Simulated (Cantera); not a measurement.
## Catalytic combustion on Pt

An isothermal plug-flow reactor at 625 K and 1.58 atm (inlet), inlet velocity 1.2 m/s, active area per volume 540 1/m; feed CO : O2 : N2 : H2O = 0.002 : 0.013 : 0.79 : 0.0091 (molar parts), equivalence ratio 0.077.

Computed with Cantera and Deutschmann's 1995 Pt surface mechanism with GRI-Mech 3.0 gas chemistry. Catalytic surfaces can have several steady states; this one follows from the mechanism file's or the stated starting coverage. Mass transfer to the wall is taken as infinitely fast.

| z (m) | x CO | x O2 | x H2O | x CO2 | θ free Pt | θ O* | θ OH* | θ CO* |
|---|---|---|---|---|---|---|---|---|
| 4.4e-05 | 0.00245 | 0.0160 | 0.0112 | 3.53e-6 | 0.0250 | 0.0126 | 0.000819 | 0.962 |
| 7.3e-05 | 0.00245 | 0.0160 | 0.0112 | 5.86e-6 | 0.0250 | 0.0126 | 0.000820 | 0.962 |
| 0.00012 | 0.00245 | 0.0160 | 0.0112 | 9.65e-6 | 0.0250 | 0.0126 | 0.000822 | 0.962 |
| 0.0002 | 0.00244 | 0.0160 | 0.0112 | 1.61e-5 | 0.0251 | 0.0127 | 0.000824 | 0.961 |
| 0.00034 | 0.00243 | 0.0160 | 0.0112 | 2.75e-5 | 0.0252 | 0.0128 | 0.000829 | 0.961 |
| 0.00057 | 0.00241 | 0.0159 | 0.0112 | 4.64e-5 | 0.0253 | 0.0129 | 0.000836 | 0.961 |
| 0.00095 | 0.00238 | 0.0159 | 0.0112 | 7.80e-5 | 0.0256 | 0.0132 | 0.000849 | 0.960 |
| 0.0016 | 0.00232 | 0.0159 | 0.0112 | 0.000134 | 0.0261 | 0.0137 | 0.000873 | 0.959 |
| 0.0026 | 0.00223 | 0.0159 | 0.0112 | 0.000224 | 0.0269 | 0.0146 | 0.000916 | 0.958 |
| 0.0044 | 0.00206 | 0.0158 | 0.0112 | 0.000402 | 0.0289 | 0.0168 | 0.00102 | 0.953 |
x: gas mole fraction; θ: surface coverage.
